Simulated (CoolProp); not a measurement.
A closed Brayton cycle with dry air: compressor inlet 314.15 K and 2.1 MPa, high pressure 5.57 MPa, turbine inlet 670 K, compressor efficiency 0.89, turbine efficiency 0.85, recuperator effectiveness 0.95 (on enthalpy, no pinch check). Each further row changes one setting.

Values from CoolProp's reference Helmholtz-energy equation of state, Lemmon 2000. It is a pseudo-pure fit of the blend.

```json
[
 {"case": "as stated", "thermal efficiency (%)": "18.1", "net work (kJ/kg)": "27.1", "compressor to turbine work": "0.81", "compressor exit (K)": "428.1", "turbine exit (K)": "536.3"},
 {"case": "turbine inlet 620 K", "thermal efficiency (%)": "11.9", "net work (kJ/kg)": "16.3", "compressor to turbine work": "0.88", "compressor exit (K)": "428.1", "turbine exit (K)": "495.1"},
 {"case": "compressor inlet 324.15 K", "thermal efficiency (%)": "?", "net work (kJ/kg)": "23.4", "compressor to turbine work": "0.84", "compressor exit (K)": "441.5", "turbine exit (K)": "536.3"},
 {"case": "high pressure 4.73 MPa", "thermal efficiency (%)": "?", "net work (kJ/kg)": "27.5", "compressor to turbine work": "0.77", "compressor exit (K)": "406.8", "turbine exit (K)": "?"},
 {"case": "recuperator effectiveness 0.5", "thermal efficiency (%)": "13.5", "net work (kJ/kg)": "27.1", "compressor to turbine work": "0.81", "compressor exit (K)": "428.1", "turbine exit (K)": "536.3"}
]
```

Problem. Fill in the missing entries.

Solution. 
- compressor inlet 324.15 K, thermal efficiency (%): 15.7
- high pressure 4.73 MPa, thermal efficiency (%): 21.0
- high pressure 4.73 MPa, turbine exit (K): 556.6
